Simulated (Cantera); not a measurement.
Charge: 1 mol Si3N4, 14 mol NF3, 76 mol N2, held at 927 °C and 1.00 bar.

These are equilibrium values from Cantera (NASA tables, ideal gas, pure condensed phases), not measurements of a reactor. Candidate condensed phases: Si, Si3N4; 16 gas species. Kinetics and transport are ignored.

Base state: N2 0.770, F 0.134, F2 0.0681, SiF4 0.0272, NF3 0.000486 (mole fractions); condensed: gas only.

What changes in the equilibrium state with this change: temperature from 927 °C to 602 °C?


| species | before | after |
|---|---|---|
| N2 | 0.770 | 0.841 |
| F2 | 0.0681 | 0.0648 |
| NF3 | 0.000486 | 0.0571 |
| F | 0.134 | 0.00608 |
| SiF4 | 0.0272 | 0.0307 |
